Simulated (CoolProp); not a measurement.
Values from CoolProp's reference Helmholtz-energy equation of state, Thol 2022.

Q: Give the vapour pressure (kPa), vapour density (kg/m³), enthalpy of vaporisation (kJ/kg), liquid cp (kJ/(kg K)) of saturated vinyl chloride at 291 K.

A: 
| T (K) | p (kPa) | vapour density (kg/m³) | enthalpy of vaporisation (kJ/kg) | liquid cp (kJ/(kg K)) |
|---|---|---|---|---|
| 291 | 317 | 8.77 | 329 | 1.52 |
